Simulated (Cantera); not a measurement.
Input (Python, Cantera):

```python
import numpy as np
import cantera as ct

gas = ct.Solution("gri30.yaml")


def delay(T, t_max=10):
    gas.TPX = T, 1000000, {'CH4': 1, 'C2H6': 0.038, 'C3H8': 0.09, 'O2': 1.36, 'N2': 5.11}
    reactor = ct.IdealGasConstPressureReactor(gas, clone=False)
    net = ct.ReactorNet([reactor])
    net.rtol, net.atol = 1e-8, 1e-16
    while net.time < t_max:
        t_old, T_old = net.time, reactor.T
        net.step()
        if reactor.T > T + 400:  # ignition: a rise of 400 K
            return t_old + (T + 400 - T_old) / (reactor.T - T_old) * (net.time - t_old)
    return np.nan


taus = []
for T in [1075, 1150, 1225, 1300, 1375, 1450, 1525]:
    taus.append(delay(T))
    print(f"T0 = {T:6g} K   tau = {taus[-1]:.4e} s")
```

Result:

```
T0 =   1075 K   tau = 1.0730e-02 s
T0 =   1150 K   tau = 4.0942e-03 s
T0 =   1225 K   tau = 1.5142e-03 s
T0 =   1300 K   tau = 5.5851e-04 s
T0 =   1375 K   tau = 2.1653e-04 s
T0 =   1450 K   tau = 9.1610e-05 s
T0 =   1525 K   tau = 4.2886e-05 s
```

Cantera simulation using GRI-Mech 3.0 (53 species, 325 reactions); the numbers are that mechanism's predictions, not measurements.
